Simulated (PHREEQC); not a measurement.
0.21 g of hydrous ferric oxide (600 m²/g; 0.2 weak and 0.005 strong sites per Fe, Dzombak-Morel constants, diffuse double layer) in 1 kg of water with 0.005 mol/kgw of an inert sodium salt and 0.002 mmol/kgw SrCl2, at 25 °C; the pH is set by adding NaOH or the inert anion's acid. O2 is buffered at 0.21 atm. The system is closed to CO2. Nothing may precipitate in this run.

Model: ion-association model, wateq4f.dat, run in PHREEQC.

| pH | Sr sorbed (%) | surface charge σ (C/m²) | surface potential ψ (mV) |
|---|---|---|---|
| 4 | 0.0 | 0.183 | 194 |
| 4.5 | 0.0 | 0.132 | 177 |
| 5 | 0.0 | 0.090 | 158 |
| 5.5 | 0.0 | 0.060 | … |
| 6 | 0.0 | 0.038 | 114 |
| 6.5 | 0.1 | 0.023 | 89 |
| 7 | 0.6 | 0.013 | 62 |
| 7.5 | 4.6 | … | 34 |
| 8 | 28.7 | 0.001 | 6 |
| 8.5 | 76.3 | -0.004 | … |
| 9 | 96.4 | -0.009 | … |
| 9.5 | 99.5 | … | -76 |
| 10 | … | -0.030 | -102 |
| 10.5 | 100.0 | -0.050 | -126 |
| 11 | 100.0 | -0.080 | -147 |
| 11.5 | 100.0 | … | -163 |
| 12 | 100.0 | -0.213 | -172 |

### Question
Some entries are withheld; supply them.

### Answer

- 5.5, surface potential ψ (mV): 137
- 7.5, surface charge σ (C/m²): 0.006
- 8.5, surface potential ψ (mV): -21
- 9, surface potential ψ (mV): -49
- 9.5, surface charge σ (C/m²): -0.017
- 10, Sr sorbed (%): 99.9
- 11.5, surface charge σ (C/m²): -0.130
